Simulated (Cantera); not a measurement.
Cantera run:

```python
import numpy as np
import cantera as ct

gas_names = [...]  # 91 gases of nasa_gas.yaml made of C, Cl, H
cond_names = """
    C(gr) C6H6(L) C7H8(L) C8H18(L),n-octa
""".split()


# ... load() reads the species with a 1 bar reference pressure and builds the phases ...
atoms = {
    'CCl4': {'C': 1, 'CL': 4},
    'HCl': {'H': 1, 'CL': 1},
    'H2': {'H': 2},
}
top_T = {'C(gr)': 4500}  # K; cautious upper limits of use, not melting points


# ... equilibrate(T, P, feed) seeds the gas with the atoms and calls Mixture.equilibrate('TP', solver="vcs", rtol=1e-11, max_steps=5000) ...
results = []
T = 2725  # K
P = 21  # Pa
for m in [0.072, 0.15, 0.24, 0.32, 0.4, 0.48, 0.57, 0.65, 0.73, 0.81, 0.9, 0.98]:
    feed = {'CCl4': 1, 'HCl': 0.013, 'H2': m}  # mol
    mix = equilibrate(T, P, feed)
    results.append((T, P, feed, dict(zip(mix.species_names, mix.species_moles))))

top = {s: max(r[3][s] / sum(r[3][g] for g in gas_names) for r in results) for s in gas_names}
cols = sorted((s for s in top if top[s] > 1e-06), key=lambda s: -top[s])[:6]
seen = [c for c in cond_names if any(r[3].get(c, 0) > 1e-12 for r in results)]
print("log10 of partial pressures in bar; condensed amounts in mol")
print(f"{'n(H2)':>10s}" + "".join(f"{s[:9]:>10s}" for s in cols + seen))
for T, P, feed, n in results:
    ng = sum(n[g] for g in gas_names)
    print(f"{feed['H2']:10.4g}" + "".join(f"{np.log10(max(n[s] / ng * P / 1e5, 1e-99)):10.3f}" for s in cols)
          + "".join(f"{n.get(c, 0):10.4g}" for c in seen))
```

Result:

```
log10 of partial pressures in bar; condensed amounts in mol
     n(H2)        CL         H        C3       HCL         C        C2     C(gr)
     0.072    -3.730    -5.168    -4.913    -6.329    -5.547    -5.930   0.08893
      0.15    -3.746    -4.883    -4.913    -6.061    -5.547    -5.930   0.05611
      0.24    -3.763    -4.703    -4.913    -5.898    -5.547    -5.930   0.01815
      0.32    -3.778    -4.595    -4.919    -5.805    -5.550    -5.934         0
       0.4    -3.792    -4.513    -4.934    -5.737    -5.554    -5.943         0
      0.48    -3.805    -4.448    -4.947    -5.685    -5.559    -5.953         0
      0.57    -3.820    -4.388    -4.962    -5.640    -5.564    -5.963         0
      0.65    -3.832    -4.344    -4.975    -5.608    -5.568    -5.971         0
      0.73    -3.844    -4.306    -4.988    -5.582    -5.572    -5.980         0
      0.81    -3.856    -4.273    -5.000    -5.561    -5.576    -5.988         0
       0.9    -3.869    -4.240    -5.014    -5.541    -5.581    -5.997         0
      0.98    -3.880    -4.214    -5.025    -5.526    -5.585    -6.005         0
```

Method: chemical equilibrium by Gibbs-energy minimisation in Cantera with the NASA 1993 tables (ideal gas, pure condensed phases). The tables' values for CCl are old estimates; treat these amounts as uncertain.
